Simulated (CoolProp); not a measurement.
Computed with CoolProp (reference Helmholtz-energy equation of state, Akasaka 2020).

Q: Give the vapour pressure (MPa), liquid density (kg/m³), enthalpy of vaporisation (kJ/kg), vapour Z of saturated R1123 at 263.6, 269.5 K.

A: 
| T (K) | p (MPa) | liquid density (kg/m³) | enthalpy of vaporisation (kJ/kg) | vapour Z |
|---|---|---|---|---|
| 263.6 | 0.812 | 1160 | 182 | 0.845 |
| 269.5 | 0.973 | 1140 | 176 | 0.824 |
